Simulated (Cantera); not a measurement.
An adiabatic, constant-volume homogeneous reactor starts with CH₄ : O₂ : N₂ = 1 : 2.6 : 17.1 (molar parts), equivalence ratio 0.77, at 1100 K and 1350 Torr.

Computed with Cantera and GRI-Mech 3.0 (53 species, 325 reactions).

**Question.** Predict: time of steepest temperature rise; temperature at 10.0 s; equilibrium temperature; x(O₂) at 10.0 s; x(H₂O₂) at 10.0 s.

**Answer.** 
| Item | Value |
|---|---|
| time of steepest temperature rise | 0.168 s |
| temperature at 10.0 s | 2344 K |
| equilibrium temperature | 2344 K |
| x(O₂) at 10.0 s | 0.0262 (gas-phase equilibrium 0.0262) |
| x(H₂O₂) at 10.0 s | 1.47e-7 (gas-phase equilibrium 1.47e-7) |
